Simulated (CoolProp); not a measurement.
Saturation properties of methanol (Tc = 513.4 K, pc = 8.216 MPa, ω = 0.565).

Model: reference Helmholtz-energy equation of state, de Reuck 1993, in CoolProp.

```
T (K)  p (MPa)  liquid density (kg/m³)  enthalpy of vaporisation (kJ/kg)
-----  -------  ----------------------  --------------------------------
340.9   0.1151                   745.1                              1095
351.5   0.1707                   734.3                              1073
362.2   0.2477                   723.0                               ___
372.9   0.3510                   711.2                              1023
383.5   0.4852                   699.0                             994.4
394.2      ___                   686.0                             962.9
404.9   0.8817                   672.1                               ___
415.5      ___                     ___                             890.1
426.2    1.498                   641.5                               ___
436.9      ___                   624.2                             800.9
447.5    2.413                     ___                             751.2
```

Task: Fill in the missing entries.

Result: 
- 362.2, enthalpy of vaporisation (kJ/kg): 1049
- 394.2, p (MPa): 0.6599
- 404.9, enthalpy of vaporisation (kJ/kg): 928.2
- 415.5, p (MPa): 1.156
- 415.5, liquid density (kg/m³): 657.5
- 426.2, enthalpy of vaporisation (kJ/kg): 847.6
- 436.9, p (MPa): 1.915
- 447.5, liquid density (kg/m³): 605.2

It boils at 337.6 K under 1 atm.
